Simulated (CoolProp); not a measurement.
Vapour-liquid equilibrium of R134a (1) + R1234ze(E) (2) at 315.7 K; x and y are mole fractions of (1).

Computed with CoolProp (multi-fluid Helmholtz-energy mixture model, Tillner-Roth 1994 and Thol 2016; pair parameters Bell 2022).

```csv
x,bubble pressure (bar),y at the bubble point,dew pressure at overall composition x (bar),liquid density (mol/L)
0.05,8.420,0.068,8.364,9.726
0.2,8.977,0.249,8.826,9.915
0.35,9.446,0.407,9.279,10.12
0.5,9.849,0.552,9.709,10.33
0.65,10.20,0.689,10.10,10.55
0.8,10.51,0.823,10.46,10.79
0.95,10.79,0.956,10.78,11.04
```

No azeotrope shows between x = 0.05 and 0.95.

The pair parameters rest on a limited set of measurements; away from them the model extrapolates.
